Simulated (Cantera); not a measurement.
An adiabatic, constant-volume homogeneous reactor starts with 3.45 % C3H8, 20.3 % O2, 76.3 % N2, equivalence ratio 0.85, at 1200 K and 0.920 bar.

Model: GRI-Mech 3.0 (53 species, 325 reactions), integrated in Cantera. GRI-Mech 3.0 was tuned for natural gas; its chemistry of propane as a main component is partial and can be far from experiment.

Q: Predict: time of steepest temperature rise; temperature at 0.100 s; equilibrium temperature; x(O2) at 0.100 s; x(CO) at 0.100 s; x(NO) at 0.100 s.

A: 
* **time of steepest temperature rise**: 5.99 ms
* **temperature at 0.100 s**: 2783 K
* **equilibrium temperature**: 2783 K
* **x(O2) at 0.100 s**: 0.0352 (gas-phase equilibrium 0.0352)
* **x(CO) at 0.100 s**: 0.0324 (gas-phase equilibrium 0.0324)
* **x(NO) at 0.100 s**: 0.0140 (gas-phase equilibrium 0.0140)
